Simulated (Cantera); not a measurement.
A closed system holds: 1 mol B2O3, 0.47 mol O2, 13 mol H2, held at 0.0100 bar.

These are equilibrium values from Cantera (NASA tables, ideal gas, pure condensed phases), not measurements of a reactor. Candidate condensed phases: B, B2O3, B3O3H3, H2O; 23 gas species. Gases not in the tables: H3BO3. Kinetics and transport are ignored.

x: gas mole fraction; n: condensed amount in mol.

```
T (K)   x H2    x HBO2   x H2O       x H    x B2O3     x HBO   n B2O3(l)
-----  -----  --------  ------  --------  --------  --------  ----------
798    0.928   3.28e-7  0.0720  2.57e-11    <1e-12    <1e-12       0.996
898    0.928   6.43e-6  0.0722   1.05e-9  1.42e-12  8.36e-11       0.998
998    0.928   6.75e-5  0.0722   2.07e-8  3.04e-10   4.26e-9       0.998
1098   0.927  0.000452  0.0720   2.38e-7   2.36e-8   1.04e-7       0.996
1198   0.927   0.00216  0.0711   1.83e-6   8.62e-7   1.46e-6       0.986
1298   0.924   0.00784  0.0681   1.03e-5   1.76e-5   1.36e-5       0.948
1398   0.917    0.0225  0.0603   4.53e-5  0.000229   9.46e-5  (withheld)
1498   0.901    0.0507  0.0452  0.000163   0.00208  0.000544  (withheld)
1598   0.869    0.0875  0.0257  0.000496    0.0141   0.00286  (withheld)
1698   0.854    0.0930  0.0236   0.00134    0.0219   0.00544           0
1798   0.850    0.0896  0.0264   0.00325    0.0223   0.00735           0
1898   0.844    0.0862  0.0294   0.00718    0.0223   0.00946           0
1998   0.833    0.0826  0.0328    0.0146    0.0217    0.0116           0
2098   0.816    0.0786  0.0366    0.0278    0.0204    0.0134           0
```

Problem. Complete the blanks.

Solution. 
- 1398, n B2O3(l): 0.848
- 1498, n B2O3(l): 0.630
- 1598, n B2O3(l): 0.179
